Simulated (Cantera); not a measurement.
What does this Cantera script print?

```python
import numpy as np
import cantera as ct

gas_names = """
    O3 C2H6 C2H4 TaO2
""".split()
cond_names = """
    TaC(s) TaC(L)
""".split()


def load(file, names, dense=False):
    # The tables refer to 1 bar. Condensed volumes are neglected.
    table = {s.name: s for s in ct.Species.list_from_file(file)}
    out = []
    for n in names:
        d = dict(table[n].input_data)
        d["thermo"] = dict(d["thermo"], **{"reference-pressure": 1e5})
        if dense:
            d["equation-of-state"] = {"model": "constant-volume", "density": "1e6 g/cm^3"}
        out.append(ct.Species.from_dict(d))
    return out


species = {s.name: s for s in load("nasa_gas.yaml", gas_names) + load("nasa_condensed.yaml", cond_names)}
# Each term lists the table entries of one substance; the one whose range holds T is used.
reactions = {
    '6 TaC + 4 O3(g) + 6 C2H6(g) = 9 C2H4(g) + 6 TaO2(g)':
        [(-6, ['TaC(s)', 'TaC(L)']), (-4, ['O3']), (-6, ['C2H6']), (9, ['C2H4']), (6, ['TaO2'])],
}


def pick(names, T):
    return next(species[n] for n in names if species[n].thermo.min_temp <= T <= species[n].thermo.max_temp)


results = []
for label, terms in reactions.items():
    print(label)
    print("     T/K   dH/kJ  dS/(J/K)   dG/kJ   log10 K")
    for T in [300, 850, 950, 1050, 1150, 1250, 1350, 1450]:
        used = [(nu, pick(names, T)) for nu, names in terms]
        dH = sum(nu * s.thermo.h(T) for nu, s in used) / 1e6
        dS = sum(nu * s.thermo.s(T) for nu, s in used) / 1e3
        dG = dH - T * dS / 1e3
        logK = -dG * 1e6 / (ct.gas_constant * T * np.log(10))
        results.append((label, T, dH, dS, dG, logK, [s.name for _, s in used]))
        print(f"{T:8g} {dH:8.1f} {dS:8.1f} {dG:8.1f} {logK:8.2f}")
```

Result:

```
6 TaC + 4 O3(g) + 6 C2H6(g) = 9 C2H4(g) + 6 TaO2(g)
     T/K   dH/kJ  dS/(J/K)   dG/kJ   log10 K
     300     67.9   1069.6   -253.0    44.05
     850     33.0   1006.2   -822.3    50.53
     950     24.9    997.2   -922.4    50.72
    1050     16.4    988.7  -1021.7    50.83
    1150      7.7    980.8  -1120.2    50.88
    1250     -1.2    973.4  -1217.9    50.89
    1350    -10.6    966.1  -1314.9    50.87
    1450    -20.7    958.9  -1411.1    50.83
```

Source: NASA polynomial tables (part measured, part estimated), evaluated in Cantera. TaC: taken at fixed stoichiometry. Condensed species are held in their standard states even where they would react or evaporate.
